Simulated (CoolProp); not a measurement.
CF4 (R14) at 293.15 K and 1.88 MPa is throttled through a valve to 0.146 MPa with no heat exchange. Each further row changes one setting.

Model: reference Helmholtz-energy equation of state, Platzer 1990, in CoolProp. This equation is an older, rougher fit.

```tsv
case	temperature change (K)	final density (kg/m³)
as stated	-10.4	5.50
outlet pressure 0.0438 MPa	-11.0	1.65
outlet pressure 0.19 MPa	-10.1	7.17
```
